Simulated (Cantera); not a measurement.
A closed system holds: 1 mol SiHCl₃, 9.8 mol NH₃, 5.3 mol H₂, held at 0.140 bar.

Equilibrium computed with Cantera from the NASA thermochemical tables; the gas is ideal and each condensed phase is pure. Candidate condensed phases: NH₄Cl, Si, Si₃N₄; 28 gas species. Kinetics and transport are ignored.

Over these rows the condensed part is Si₃N₄(s). Partial pressures as log10 of bar:

```tsv
T (K)	1000/T (1/K)	log p SiCl₂	log p H₂	log p N₂	log p HCl
1348	0.7418	-4.91	-0.99	-1.65	-1.80
1398	0.7153	-4.55	-0.99	-1.65	-1.80
1448	0.6906	?	-0.99	-1.65	-1.80
1498	0.6676	-3.91	-0.99	-1.64	-1.80
1548	0.6460	-3.63	-0.99	-1.64	-1.81
1598	0.6258	-3.38	-0.99	-1.64	-1.82
```

Question: Fit log p(SiCl₂) = a + b·(1000/T) to the five rows, give the apparent enthalpy, and predict the row at 1448 K.

Answer: Means: 1000/T = 0.6793, log p = -4.076. Sxy = -0.123219, Sxx = 0.0093103, so b = -13.23 and a = -4.076 − (-13.23)×0.6793 = 4.91.
Apparent enthalpy: −19.145 × (-13.23) = 253 kJ/mol. With the condensed phases at unit activity, 1/3 Si₃N₄(s) + 2 HCl(g) = SiCl₂(g) + H₂(g) + 2/3 N₂(g) links this pressure to the main gases: over the six rows their terms move log p by -0.05 in all, so the slope is close to that reaction's ΔH°. The five rows lie within 0.01 of the line.
Prediction at 1448 K: 4.91 + (-13.23)×0.6906 = -4.23. The computed value is -4.21, 0.02 from the line.
